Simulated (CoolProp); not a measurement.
A single-stage vapour-compression cycle with carbon dioxide: evaporating at 246.15 K (dew point), condensing at 273.15 K (bubble point), superheat 8 K, subcooling 5 K, compressor efficiency 0.7, no pressure losses. Each further row changes one setting.

Model: reference Helmholtz-energy equation of state, Span 1996, in CoolProp.

```
case                              cooling COP  pressure ratio  discharge temperature (K)  refrigerating effect (kJ/kg)  volumetric capacity (kJ/m³)
--------------------------------  -----------  --------------  -------------------------  ----------------------------  ---------------------------
as stated                                5.14            2.21                      322.1                           258                        10000
evaporating temperature 251.15 K            ?               ?                      313.1                           259                        11800
condensing temperature 268.15 K          6.56            1.93                          ?                           270                        10500
subcooling 10 K                          5.37            2.21                      322.1                           270                        10500
superheat 18 K                           5.02            2.21                      334.8                           269                            ?
compressor efficiency 0.6                4.40            2.21                          ?                           258                        10000
```

Q: Fill in the missing entries.

A: 
- evaporating temperature 251.15 K, cooling COP: 6.58
- evaporating temperature 251.15 K, pressure ratio: 1.88
- condensing temperature 268.15 K, discharge temperature (K): 309.9
- superheat 18 K, volumetric capacity (kJ/m³): 9780
- compressor efficiency 0.6, discharge temperature (K): 329.6
